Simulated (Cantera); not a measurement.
Input: 1 mol Si3N4, 0.013 mol N2O, 11 mol N2, at 1.20 Pa.

These are equilibrium values from Cantera (NASA tables, ideal gas, pure condensed phases), not measurements of a reactor. Candidate condensed phases: Si, SiO2, Si2N2O, Si3N4; 16 gas species. Mutual solubility and eutectic melting of coexisting phases are not modelled. The tables' values for SiN are old estimates; treat these amounts as uncertain. Kinetics and transport are ignored.

log p: log10 of the partial pressure in bar; n: condensed amount in mol.

| T (K) | log p N2 | log p Si | log p SiO | log p Si2 | n Si2N2O(s) | n Si3N4(s) | n Si(s) | n Si(l) |
|---|---|---|---|---|---|---|---|---|
| 1198 | -4.92 | -13.66 | -10.96 | <-16 | 0.0130 | 0.991 | 0 | 0 |
| 1298 | -4.92 | -11.33 | -9.00 | [?] | 0.0121 | 0.992 | 0 | 0 |
| 1398 | -4.92 | -9.33 | -7.85 | [?] | 0 | 0.996 | 0 | 0 |
| 1498 | -4.92 | -8.00 | -7.92 | [?] | 0 | 0 | 2.98 | 0 |
| 1598 | -4.92 | -7.03 | -7.93 | [?] | 0 | 0 | 2.88 | 0 |
| 1698 | -4.95 | -6.18 | -7.95 | [?] | 0 | 0 | 0 | 2.22 |
| 1798 | -5.01 | -5.66 | -8.01 | [?] | 0 | 0 | 0 | 0 |
| 1898 | -5.01 | -5.65 | -8.01 | [?] | 0 | 0 | 0 | 0 |
| 1998 | -5.01 | -5.65 | -8.01 | [?] | 0 | 0 | 0 | 0 |
| 2098 | -5.01 | -5.65 | -8.01 | [?] | 0 | 0 | 0 | 0 |

Task: Complete the blanks.

Result: 
- 1298, log p Si2: -15.88
- 1398, log p Si2: -12.79
- 1498, log p Si2: -10.90
- 1598, log p Si2: -9.64
- 1698, log p Si2: -8.54
- 1798, log p Si2: -8.02
- 1898, log p Si2: -8.49
- 1998, log p Si2: -8.92
- 2098, log p Si2: -9.30
